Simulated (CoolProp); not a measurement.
Vapour pressure (MPa) of nitrous oxide: the reference equation beside estimates from Tc = 36.4 °C, pc = 7.245 MPa, ω = 0.161. Clausius-Clapeyron is anchored at -35.05 °C with a constant enthalpy of vaporisation of 13.34 kJ/mol.

The numbers come from the reference Helmholtz-energy equation of state, Lemmon 2006 in CoolProp. It is a short technical equation, of lower accuracy than the large ones.

| T (°C) | reference | Lee-Kesler | Clausius-Clapeyron | Redlich-Kwong | Peng-Robinson |
|---|---|---|---|---|---|
| -35.05 | 1.114 | 1.117 | 1.114 | 1.339 | 1.110 |
| -31.75 | 1.244 | 1.247 | 1.222 | 1.483 | 1.239 |
| -28.35 | 1.389 | 1.392 | 1.340 | 1.642 | 1.384 |
| -25.05 | 1.541 | 1.544 | 1.462 | 1.807 | 1.536 |
| -21.65 | 1.710 | 1.713 | 1.596 | 1.988 | 1.705 |
| -18.35 | 1.887 | 1.889 | 1.733 | 2.176 | 1.882 |
| -15.05 | 2.077 | 2.078 | 1.879 | 2.376 | 2.073 |
| -11.65 | 2.286 | 2.287 | 2.037 | 2.594 | 2.283 |
| -8.35 | 2.504 | 2.504 | 2.199 | 2.819 | 2.503 |
| -4.95 | 2.744 | 2.743 | 2.374 | 3.063 | 2.744 |
| -1.65 | 2.992 | 2.990 | 2.553 | 3.314 | 2.995 |
| 1.65 | 3.256 | 3.254 | 2.741 | 3.578 | 3.262 |

Absolute difference from the reference over all 12 rows, mean and median: Lee-Kesler 0.1 and 0.1 %, Clausius-Clapeyron 8.5 and 8.8 %, Redlich-Kwong 14.9 and 14.9 %, Peng-Robinson 0.2 and 0.2 %.
